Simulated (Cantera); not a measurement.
**Thermodynamics of silicon etching in halogen gases, feed Si + Br₂ + H₂**

Charge: 1 mol Si, a varied amount of Br₂, 8 mol H₂, at 573.15 K and 5.80 mbar.

These are equilibrium values from Cantera (NASA tables, ideal gas, pure condensed phases), not measurements of a reactor. Candidate condensed phases: Br₂, Si; 19 gas species. Rates play no part.

| n(Br₂) (mol) | x H₂ | x HBr | x SiBr₄ | x SiHBr₃ | x SiH₂Br₂ | x SiH₃Br | x SiBr₃ | x SiBr₂ | n Si(s) |
|---|---|---|---|---|---|---|---|---|---|
| 0.76 | 0.954 | 0.000189 | 0.0441 | 0.00157 | 2.56e-5 | 1.48e-7 | 5.79e-8 | 5.82e-9 | 0.617 |
| 1.1 | 0.935 | 0.000205 | 0.0628 | 0.00202 | 2.99e-5 | 1.57e-7 | 7.54e-8 | 6.94e-9 | 0.446 |
| 1.7 | 0.903 | 0.000223 | 0.0940 | 0.00269 | 3.53e-5 | 1.65e-7 | 1.02e-7 | 8.49e-9 | 0.144 |
| 2.4 | 0.809 | 0.0851 | 0.106 | 7.13e-6 | 2.19e-10 | <1e-12 | 2.86e-10 | <1e-12 | 0 |
| 3.6 | 0.604 | 0.302 | 0.0943 | 1.33e-6 | 8.62e-12 | <1e-12 | 6.18e-11 | <1e-12 | 0 |
| 5.3 | 0.382 | 0.537 | 0.0813 | 4.08e-7 | <1e-12 | <1e-12 | 2.38e-11 | <1e-12 | 0 |
| 7.8 | 0.149 | 0.784 | 0.0676 | 9.04e-8 | <1e-12 | <1e-12 | 8.45e-12 | <1e-12 | 0 |
x: gas mole fraction; n: condensed amount in mol.

From 0.76 mol Br₂ to 1.7 mol Br₂ the condensed part is Si(s). From 2.4 mol Br₂ to 7.8 mol Br₂ nothing is condensed. The main Si-bearing gas is SiBr₄ throughout.
